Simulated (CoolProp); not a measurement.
Vapour-liquid equilibrium of ethanol (1) + o-xylene (2) at 0.0466 MPa; x and y are mole fractions of (1).

Model: multi-fluid Helmholtz-energy mixture model, Schroeder 2014 and Zhou 2012; pair parameters Bell 2016, in CoolProp.

Give the bubble temperature and the first vapour's composition at x = 0.2, 0.275, 0.875. Is there an azeotrope?

x = 0.2: 67.1 °C, y = 0.857; x = 0.275: 65.0 °C, y = 0.873; x = 0.875: 61.0 °C, y = 0.938. No azeotrope shows between x = 0.05 and 0.95.

The pair parameters rest on a limited set of measurements; away from them the model extrapolates. With so large a gap from Raoult's law the liquid may split in two, which this calculation doesn't test in full.
